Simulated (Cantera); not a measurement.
Source: NASA polynomial tables (part measured, part estimated), evaluated in Cantera. Values are per mole of reaction as written; species without (g) are pure solids or liquids, kept so even where they would boil at 1 bar.

Cu + 2 H(g) + 2 O(g) = Cu(OH)2

| T (K) | ΔH° (kJ) | ΔS° (J/K) | ΔG° (kJ) | log10 K | condensed phases |
|---|---|---|---|---|---|
| 300 | -1384.7 | -476.4 | -1241.8 | 216.22 | Cu(s), Cu(OH)2(s) |
| 1150 | -1384.5 | -479.9 | -832.7 | 37.82 | Cu(s), Cu(OH)2(s) |
| 1175 | -1384.3 | -479.7 | -820.7 | 36.48 | Cu(s), Cu(OH)2(s) |
| 1200 | -1384.2 | -479.5 | -808.7 | 35.20 | Cu(s), Cu(OH)2(s) |
| 1225 | -1384.0 | -479.4 | -796.7 | 33.97 | Cu(s), Cu(OH)2(s) |
| 1250 | -1383.8 | -479.2 | -784.7 | 32.79 | Cu(s), Cu(OH)2(s) |
| 1275 | -1383.6 | -479.1 | -772.8 | 31.66 | Cu(s), Cu(OH)2(s) |
| 1300 | -1383.4 | -479.0 | -760.8 | 30.57 | Cu(s), Cu(OH)2(s) |
| 1325 | (withheld) | (withheld) | (withheld) | (withheld) | Cu(s), Cu(OH)2(s) |
| 1350 | (withheld) | (withheld) | (withheld) | (withheld) | Cu(s), Cu(OH)2(s) |
| 1375 | -1396.1 | -488.3 | -724.7 | 27.53 | Cu(l), Cu(OH)2(s) |
| 1400 | -1396.0 | -488.2 | -712.5 | 26.58 | Cu(l), Cu(OH)2(s) |

Q: Complete the blanks.

A: 
- 1325, ΔH° (kJ): -1383.3
- 1325, ΔS° (J/K): -478.8
- 1325, ΔG° (kJ): -748.8
- 1325, log10 K: 29.52
- 1350, ΔH° (kJ): -1383.1
- 1350, ΔS° (J/K): -478.7
- 1350, ΔG° (kJ): -736.8
- 1350, log10 K: 28.51
